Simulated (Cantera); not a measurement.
Feed: 1 mol SiC, 0.35 mol Si, 0.89 mol H2, equilibrated at 0.100 bar.

Equilibrium computed with Cantera from the NASA thermochemical tables; the gas is ideal and each condensed phase is pure. Candidate condensed phases: C, C6H6, C7H8, C8H18, Si, SiC; 87 gas species. Mutual solubility and eutectic melting of coexisting phases are not modelled. Gases not in the tables: Si2H6 and higher silanes. Kinetics and transport are ignored.

**Question.** Which condensed phases are stable at each of these points (T (K)): 2548, 2598, 2648, 2698, 2748, 2798, 2848, 2898, 2948?

**Answer.** 
```json
[
 {"T (K)": "2548", "condensed phases": "Si(l) + SiC(s)", "Si condensed (%)": "92.3"},
 {"T (K)": "2598", "condensed phases": "Si(l) + SiC(s)", "Si condensed (%)": "88.1"},
 {"T (K)": "2648", "condensed phases": "Si(l) + SiC(s)", "Si condensed (%)": "81.3"},
 {"T (K)": "2698", "condensed phases": "Si(l) + SiC(s)", "Si condensed (%)": "69.8"},
 {"T (K)": "2748", "condensed phases": "SiC(s)", "Si condensed (%)": "62.2"},
 {"T (K)": "2798", "condensed phases": "SiC(s)", "Si condensed (%)": "50.5"},
 {"T (K)": "2848", "condensed phases": "SiC(s)", "Si condensed (%)": "20.1"},
 {"T (K)": "2898", "condensed phases": "gas only", "Si condensed (%)": "0.0"},
 {"T (K)": "2948", "condensed phases": "gas only", "Si condensed (%)": "0.0"}
]
```

From 2548 K to 2698 K the condensed part is Si(l) + SiC(s). From 2748 K to 2848 K the condensed part is SiC(s). From 2898 K to 2948 K nothing is condensed.
